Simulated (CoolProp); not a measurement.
Vapour-liquid equilibrium of cyclohexane (1) + toluene (2) at 91.95 °C; x and y are mole fractions of (1).

Computed with CoolProp (multi-fluid Helmholtz-energy mixture model, Zhou 2014 and Lemmon 2006; pair parameters Bell 2016).

Question: Give the bubble pressure and the first vapour's composition at x = 0.2, 0.5, 0.8. Is there an azeotrope?

Answer: x = 0.2: 0.08019 MPa, y = 0.411; x = 0.5: 0.1066 MPa, y = 0.703; x = 0.8: 0.1277 MPa, y = 0.887. No azeotrope shows between x = 0.05 and 0.95.

Pair parameters are fitted to limited data, so mixtures are less certain than the pure fluids.
